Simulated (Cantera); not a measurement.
A closed system holds: 1 mol FeS₂, 26 mol H₂, at 1575 K and 38.0 Pa.

Method: chemical equilibrium by Gibbs-energy minimisation in Cantera with the NASA 1993 tables (ideal gas, pure condensed phases). Candidate condensed phases: Fe, FeS, FeS₂, S; 8 gas species. Rates play no part.

Base state: H₂ 0.953, S₂ 0.0306, H₂S 0.00835, SH 0.00367, H 0.00208, Fe 0.00180, S 0.000837 (mole fractions); condensed: Fe(γ).

Problem. What changes in the equilibrium state with this change: temperature from 1575 K to 1098.15 K?

Solution. 
```json
[
 {"species": "H₂", "before": "0.953", "after": "0.963"},
 {"species": "H₂S", "before": "0.00835", "after": "0.0356"},
 {"species": "S₂", "before": "0.0306", "after": "0.00135"},
 {"species": "Fe", "before": "0.00180", "after": "<1e-9"},
 {"species": "S", "before": "0.000837", "after": "1.33e-7"},
 {"species": "H", "before": "0.00208", "after": "1.25e-6"},
 {"species": "Fe(γ), mol", "before": "0.951", "after": "0"},
 {"species": "FeS(s), mol", "before": "0", "after": "1.00"}
]
```
FeS: taken at fixed stoichiometry. Gases not in the tables: S₃ to S₇.

Problem. What changes in the equilibrium state with this change: FeS₂ replaced by Cu₂O?

Solution. 
```json
[
 {"species": "H₂", "before": "0.953", "after": "0.891"},
 {"species": "Cu", "before": "0", "after": "0.0713"},
 {"species": "H₂O", "before": "0", "after": "0.0357"},
 {"species": "S₂", "before": "0.0306", "after": "0"},
 {"species": "Fe", "before": "0.00180", "after": "0"},
 {"species": "H₂S", "before": "0.00835", "after": "0"},
 {"species": "SH", "before": "0.00367", "after": "0"},
 {"species": "Fe(γ), mol", "before": "0.951", "after": "0"}
]
```
Further candidate phases: Cu, CuO, Cu(OH)₂, Cu₂O, H₂O.
